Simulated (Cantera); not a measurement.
## Transport properties of process gases

Gas mixture: 50.8 % C₃H₈, 49.2 % CH₄, at 4.30 bar, frozen composition.

Cantera's kinetic-theory transport with the Lennard-Jones parameters of GRI-Mech 3.0, ideal gas; thermal conductivity in the multicomponent form. The composition is frozen, though it would react at the higher temperatures.

```json
[
 {"T (K)": "400", "ρ (kg/m³)": "3.92", "cp (J/kg/K)": "2236", "μ (µPa s)": "12.2", "λ (mW/m/K)": "37.7", "Pr": "0.723", "D (cm²/s) H₂O": "0.0631", "D (cm²/s) CO₂": "0.0446", "D (cm²/s) O": "0.0909"},
 {"T (K)": "550", "ρ (kg/m³)": "2.85", "cp (J/kg/K)": "2831", "μ (µPa s)": "15.9", "λ (mW/m/K)": "61.5", "Pr": "0.733", "D (cm²/s) H₂O": "0.117", "D (cm²/s) CO₂": "0.0801", "D (cm²/s) O": "0.159"},
 {"T (K)": "700", "ρ (kg/m³)": "2.24", "cp (J/kg/K)": "3346", "μ (µPa s)": "19.2", "λ (mW/m/K)": "87.6", "Pr": "0.734", "D (cm²/s) H₂O": "0.184", "D (cm²/s) CO₂": "0.123", "D (cm²/s) O": "0.240"},
 {"T (K)": "850", "ρ (kg/m³)": "1.84", "cp (J/kg/K)": "3767", "μ (µPa s)": "22.2", "λ (mW/m/K)": "114", "Pr": "0.734", "D (cm²/s) H₂O": "0.263", "D (cm²/s) CO₂": "0.173", "D (cm²/s) O": "0.333"},
 {"T (K)": "1000", "ρ (kg/m³)": "1.57", "cp (J/kg/K)": "4124", "μ (µPa s)": "24.9", "λ (mW/m/K)": "141", "Pr": "0.732", "D (cm²/s) H₂O": "0.352", "D (cm²/s) CO₂": "0.230", "D (cm²/s) O": "0.438"},
 {"T (K)": "1150", "ρ (kg/m³)": "1.36", "cp (J/kg/K)": "4395", "μ (µPa s)": "27.5", "λ (mW/m/K)": "166", "Pr": "0.730", "D (cm²/s) H₂O": "0.452", "D (cm²/s) CO₂": "0.292", "D (cm²/s) O": "0.553"},
 {"T (K)": "1300", "ρ (kg/m³)": "1.21", "cp (J/kg/K)": "4630", "μ (µPa s)": "29.9", "λ (mW/m/K)": "191", "Pr": "0.728", "D (cm²/s) H₂O": "0.560", "D (cm²/s) CO₂": "0.360", "D (cm²/s) O": "0.679"},
 {"T (K)": "1450", "ρ (kg/m³)": "1.08", "cp (J/kg/K)": "4833", "μ (µPa s)": "32.2", "λ (mW/m/K)": "215", "Pr": "0.726", "D (cm²/s) H₂O": "0.677", "D (cm²/s) CO₂": "0.433", "D (cm²/s) O": "0.814"},
 {"T (K)": "1600", "ρ (kg/m³)": "0.979", "cp (J/kg/K)": "5008", "μ (µPa s)": "34.4", "λ (mW/m/K)": "238", "Pr": "0.724", "D (cm²/s) H₂O": "0.802", "D (cm²/s) CO₂": "0.511", "D (cm²/s) O": "0.959"}
]
```
D: mixture-averaged diffusion coefficient of that species in the mixture.
